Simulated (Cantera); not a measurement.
A Cantera script and what it prints.

```python
import numpy as np
import cantera as ct

gas_names = """
    B BF BF2 BF3 BH BHF2 BH2 BH3 BN B2 F F2 H HF H2 H2F2 H3F3 H4F4 H5F5 H6F6 H7F7 N NF NF2 NF3 NH NH2
    NH3 N2 N2H2 N2H4
""".split()
cond_names = """
    B(b) B(L) BN(s)
""".split()


# ... load() reads the species with a 1 bar reference pressure and builds the phases ...
atoms = {
    'BN': {'B': 1, 'N': 1},
    'HF': {'H': 1, 'F': 1},
    'N2': {'N': 2},
}
top_T = {'BN(s)': 3200}  # K; cautious upper limits of use, not melting points


# ... equilibrate(T, P, feed) seeds the gas with the atoms and calls Mixture.equilibrate('TP', solver="vcs", rtol=1e-11, max_steps=5000) ...
results = []
feed = {'BN': 1, 'HF': 19, 'N2': 3.6}  # mol
T = 2023  # K
P = 33  # Pa
mix = equilibrate(T, P, feed)
results.append((T, P, feed, dict(zip(mix.species_names, mix.species_moles))))
print(gas.report(threshold=0.001))
for i in range(1, mix.n_phases):
    print(f"{mix.phase(i).name:16s} {mix.phase_moles(i):12.5e} mol")
```

It prints:

```
       temperature   2023 K
          pressure   33 Pa
           density   4.3175e-05 kg/m^3
  mean mol. weight   22.006 kg/kmol
   phase of matter   gas

                          1 kg             1 kmol
                     ---------------   ---------------
          enthalpy       -7.9377e+06       -1.7468e+08  J
   internal energy       -8.7021e+06        -1.915e+08  J
           entropy             14200        3.1249e+05  J/K
    Gibbs function       -3.6665e+07       -8.0686e+08  J
 heat capacity c_p            1632.1             35916  J/K
 heat capacity c_v            1254.3             27601  J/K

                      mass frac. Y      mole frac. X     chem. pot. / RT
                     ---------------   ---------------   ---------------
                BF         0.0015845         0.0011698           -49.963
               BF2          0.017378         0.0078356           -83.948
               BF3           0.10624          0.034481           -117.93
                 H         0.0010567          0.023069           -15.278
                HF           0.64201           0.70619           -49.263
                H2         0.0044609          0.048694           -30.556
                N2           0.22709           0.17839            -36.72
     [  +24 minor]        0.00018095        0.00017329

B(b)              0.00000e+00 mol
BN(s)             0.00000e+00 mol
```

Method: chemical equilibrium by Gibbs-energy minimisation in Cantera with the NASA 1993 tables (ideal gas, pure condensed phases). The tables' values for BF2 are old estimates; treat these amounts as uncertain.
